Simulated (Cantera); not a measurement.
A Cantera script and what it prints.

```python
import numpy as np
import cantera as ct

gas_names = """
    H HO2 H2 H2O H2O2 O OH O2 O3 Si SiH SiH2 SiH3 SiH4 SiO SiO2 Si2 Si3
""".split()
cond_names = """
    H2O(s) H2O(L) Si(cr) Si(L) SiO2(Lqz) SiO2(hqz) SiO2(L)
""".split()


def load(file, names, dense=False):
    # The tables refer to 1 bar. Condensed volumes are neglected.
    table = {s.name: s for s in ct.Species.list_from_file(file)}
    out = []
    for n in names:
        d = dict(table[n].input_data)
        d["thermo"] = dict(d["thermo"], **{"reference-pressure": 1e5})
        if dense:
            d["equation-of-state"] = {"model": "constant-volume", "density": "1e6 g/cm^3"}
        out.append(ct.Species.from_dict(d))
    return out


gas = ct.Solution(thermo="ideal-gas", species=load("nasa_gas.yaml", gas_names))
cond = {s.name: ct.Solution(thermo="fixed-stoichiometry", species=[s], name=s.name)
        for s in load("nasa_condensed.yaml", cond_names, dense=True)}
atoms = {
    'Si': {'Si': 1},
    'H2O': {'H': 2, 'O': 1},
    'H2': {'H': 2},
}
top_T = {}  # K; cautious upper limits of use, not melting points


def equilibrate(T, P, feed):
    n = {}
    for name, mol in feed.items():
        for a, k in atoms[name].items():
            n[a] = n.get(a, 0.0) + k * mol
    gas.TPX = T, P, n
    mass = sum(n.values()) * gas.mean_molecular_weight
    gas.equilibrate("TP")
    valid = [c for c in cond.values() if c.min_temp <= T <= top_T.get(c.name, c.max_temp)]
    mix = ct.Mixture([(gas, mass / gas.mean_molecular_weight)] + [(c, 0.0) for c in valid])
    mix.T, mix.P = T, P
    mix.equilibrate("TP", solver="vcs", rtol=1e-11, max_steps=5000)
    return mix


results = []
feed = {'Si': 1, 'H2O': 0.056, 'H2': 710}  # mol
P = 1200  # Pa
for T in [1150, 1225, 1300, 1375, 1450, 1525, 1600, 1675, 1750]:
    mix = equilibrate(T, P, feed)
    results.append((T, P, feed, dict(zip(mix.species_names, mix.species_moles))))

top = {s: max(r[3][s] / sum(r[3][g] for g in gas_names) for r in results) for s in gas_names}
cols = sorted((s for s in top if top[s] > 0.0001), key=lambda s: -top[s])[:8]
seen = [c for c in cond_names if any(r[3].get(c, 0) > 1e-12 for r in results)]
print("log10 of partial pressures in bar; condensed amounts in mol")
print(f"{'T/K':>10s}" + "".join(f"{s[:9]:>10s}" for s in cols + seen))
for T, P, feed, n in results:
    ng = sum(n[g] for g in gas_names)
    print(f"{T:10.4g}" + "".join(f"{np.log10(max(n[s] / ng * P / 1e5, 1e-99)):10.3f}" for s in cols)
          + "".join(f"{n.get(c, 0):10.4g}" for c in seen))
```

Output:

```
log10 of partial pressures in bar; condensed amounts in mol
       T/K        H2         H        Si    Si(cr)     Si(L) SiO2(hqz)
      1150    -1.921    -8.088   -12.703    0.9685         0   0.02446
      1225    -1.921    -7.467   -11.461     0.944         0         0
      1300    -1.921    -6.917   -10.364     0.944         0         0
      1375    -1.921    -6.426    -9.387    0.9438         0         0
      1450    -1.921    -5.985    -8.512    0.9432         0         0
      1525    -1.921    -5.587    -7.724    0.9411         0         0
      1600    -1.921    -5.225    -7.011    0.9332         0         0
      1675    -1.921    -4.896    -6.363    0.9053         0         0
      1750    -1.922    -4.594    -5.824         0    0.8261         0
```

Method: chemical equilibrium by Gibbs-energy minimisation in Cantera with the NASA 1993 tables (ideal gas, pure condensed phases). Mutual solubility and eutectic melting of coexisting phases are not modelled. The tables hold silica as quartz up to 1696 K and as liquid above; real silica turns to tridymite and cristobalite and melts near 1996 K. Gases not in the tables: Si2H6 and higher silanes.
